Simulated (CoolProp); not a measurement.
Dodecamethylcyclohexasiloxane (D6) along the isotherm 112.75 °C: Z from the reference equation and from simpler models built on Tc = 372.6 °C, pc = 9.614 bar, ω = 0.736; each cubic takes its own stable root.

The numbers come from the reference Helmholtz-energy equation of state, Colonna 2008 in CoolProp. It is a short technical equation, of lower accuracy than the large ones.

```
p (bar)   phase  reference
-------  ------  ---------
1.5      liquid    0.02387
3        liquid    0.04771
4.51     liquid    0.07168
6.01     liquid    0.09546
7.51     liquid     0.1192
9.01     liquid     0.1429
10.5     liquid     0.1664
12       liquid     0.1901
13.5     liquid     0.2137
15       liquid     0.2373
16.5     liquid     0.2609
18       liquid     0.2844
19.5     liquid     0.3079
21       liquid     0.3314
22.5     liquid     0.3548
24       liquid     0.3783
```

Q: How far does each simpler model (van der Waals, Redlich-Kwong, Soave-Redlich-Kwong, Peng-Robinson) lie from the reference over these 16 states: mean and median of the absolute difference, and the worst?

A: 
- van der Waals: mean 73.5 %, median 73.3 %, worst +76.8 % at 112.75 °C and 1.5 bar
- Redlich-Kwong: mean 19.2 %, median 19.1 %, worst +20.1 % at 112.75 °C and 1.5 bar
- Soave-Redlich-Kwong: mean 10.6 %, median 10.6 %, worst +10.6 % at 112.75 °C and 24 bar
- Peng-Robinson: mean 1.5 %, median 1.5 %, worst -1.6 % at 112.75 °C and 1.5 bar
